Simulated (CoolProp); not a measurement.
The numbers come from the reference Helmholtz-energy equation of state, Kamei 1995 in CoolProp.

**Question.** For R22, give the phase and the Z, cp (kJ/(kg K)), isothermal compressibility (1/MPa), expansivity (1/kK) at 120.45 °C and 5.1 MPa.

**Answer.** 
- 120.45 °C and 5.1 MPa: supercritical; Z 0.635, cp 1.42, isothermal compressibility 0.352, expansivity 11.1
